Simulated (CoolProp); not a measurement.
Vapour-liquid equilibrium of ethylbenzene (1) + p-xylene (2) at 339.6 K; x and y are mole fractions of (1).

Computed with CoolProp (multi-fluid Helmholtz-energy mixture model, Zhou 2012 and Zhou 2012; pair parameters Bell 2016).

```csv
x,bubble pressure (bar),y at the bubble point,dew pressure at overall composition x (bar),liquid density (mol/L)
0.05,0.09119,0.055,0.09114,7.728
0.15,0.09216,0.163,0.09205,7.733
0.25,0.09300,0.266,0.09288,7.737
0.35,0.09376,0.367,0.09363,7.742
0.45,0.09444,0.467,0.09433,7.747
0.55,0.09506,0.566,0.09496,7.752
0.65,0.09564,0.663,0.09556,7.758
0.75,0.09620,0.761,0.09614,7.764
0.85,0.09675,0.857,0.09671,7.770
0.95,0.09730,0.953,0.09728,7.775
```

No azeotrope shows between x = 0.05 and 0.95.

The pair parameters rest on a limited set of measurements; away from them the model extrapolates.
